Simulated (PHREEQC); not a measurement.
Dissolve 0.0067 mol/kgw Pb(NO3)2, 0.0012 mol/kgw MgSO4 and 0.00066 mol/kgw NaCl at 17 °C. Closed to the air; pH follows from the charge balance.

Model: ion-association model, phreeqc.dat, run in PHREEQC.

Each row changes one thing in this solution. No solid was allowed to form.

| case | pH | ionic strength (mol/kgw) | NO3- (mol/kgw) | Pb+2 (mol/kgw) | Cl- (mol/kgw) | PbNO3+ (mol/kgw) | SI of Pb(OH)2 (Pb(OH)2) | SI of Anglesite (PbSO4) |
|---|---|---|---|---|---|---|---|---|
| as made | 5.07 | 0.0218 | 0.0128 | 0.00547 | 0.000600 | 0.000584 | -0.81 | +1.85 |
| MgSO4 replaced by CdSO4 at the same molality | 5.07 | 0.0216 | 0.0128 | 0.00547 | 0.000570 | 0.000584 | -0.81 | ___ |
| NaCl from 0.00066 to 0.00033 mol/kgw | 5.07 | 0.0215 | 0.0128 | 0.00549 | 0.000300 | 0.000588 | -0.81 | +1.85 |
| Pb(NO3)2 from 0.0067 to 0.0134 mol/kgw | ___ | 0.0387 | 0.0249 | 0.0107 | 0.000564 | 0.00191 | -0.90 | ___ |
| diluted 10-fold with water | ___ | 0.00244 | 0.00133 | 0.000633 | 6.49e-5 | 1.00e-5 | -0.73 | ___ |

Question: What belongs in the gaps?

Answer: 
- MgSO4 replaced by CdSO4 at the same molality, SI of Anglesite (PbSO4): +1.84
- Pb(NO3)2 from 0.0067 to 0.0134 mol/kgw, pH: 4.91
- Pb(NO3)2 from 0.0067 to 0.0134 mol/kgw, SI of Anglesite (PbSO4): +1.93
- diluted 10-fold with water, pH: 5.50
- diluted 10-fold with water, SI of Anglesite (PbSO4): +0.43

Some of these states are supersaturated (in Anglesite, for instance).
